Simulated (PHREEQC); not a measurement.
Silver or lead bath with leach liquor (model solution)

Solution A (0.09 mmol/kgw Ag2SO4, 32 mmol/kgw HNO3 and 0.35 mmol/kgw Na2SO4) is mixed with solution B (0.009 mol/kgw HCl, 0.00019 mol/kgw NiSO4 and 0.04 mol/kgw MgSO4) at 25 °C; shares are by mass of water, 1 kg in all. O2 is buffered at 0.21 atm. CO2 from the air is kept out. Only these solids could form: Brucite, Ni(OH)2, Ni4(OH)6SO4, Cerargyrite, Ag2O, Ag2SO4, Halite, Mirabilite, Epsomite, Morenosite.

Model: ion-association model, wateq4f.dat, run in PHREEQC.

Predict pH, Cerargyrite (mol), Cl in solution (mol/kgw), Ag+ (mol/kgw) at share of solution B = 0.1, 0.45, 0.5.


```json
[
 {"share of solution B": "0.1", "pH": "1.63", "Cerargyrite (mol)": "0.000161", "Cl in solution (mol/kgw)": "0.000739", "Ag+ (mol/kgw)": "3.50e-7"},
 {"share of solution B": "0.45", "pH": "1.87", "Cerargyrite (mol)": "9.85e-5", "Cl in solution (mol/kgw)": "0.00395", "Ag+ (mol/kgw)": "7.01e-8"},
 {"share of solution B": "0.5", "pH": "1.90", "Cerargyrite (mol)": "8.95e-5", "Cl in solution (mol/kgw)": "0.00441", "Ag+ (mol/kgw)": "6.33e-8"}
]
```
